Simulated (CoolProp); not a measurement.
Aqueous ethanol as a coolant, at 0 °C, 1 atm.

Model: Melinder's fits for secondary coolants, in CoolProp.

| mass % | freezing point (°C) | conductivity (W/(m K)) | Prandtl number | viscosity (mPa s) | density (kg/m³) |
|---|---|---|---|---|---|
| 3.5 | -1.4 | 0.540 | 17.9 | 2.25 | 993.5 |
| 8.3 | -3.5 | 0.512 | 25.8 | 3.01 | 986.9 |
| 13 | -6.1 | 0.486 | 35.3 | 3.89 | 982.0 |
| 17.7 | -9.3 | 0.460 | 46.0 | 4.81 | 977.8 |
| 22.4 | -13.1 | 0.435 | 56.5 | 5.68 | 973.5 |
| 27.1 | -17.4 | 0.412 | 65.7 | 6.38 | 968.5 |
| 31.8 | -21.9 | 0.389 | 72.5 | 6.86 | 962.5 |
| 36.5 | -26.3 | 0.368 | 76.8 | 7.07 | 955.4 |
| 41.2 | -30.6 | 0.347 | 78.5 | 7.06 | 947.2 |
| 46 | -34.6 | 0.328 | 78.1 | 6.85 | 937.8 |
| 50.7 | -38.1 | 0.309 | 76.1 | 6.51 | 927.9 |
| 55.4 | -41.5 | 0.292 | 72.6 | 6.08 | 917.5 |
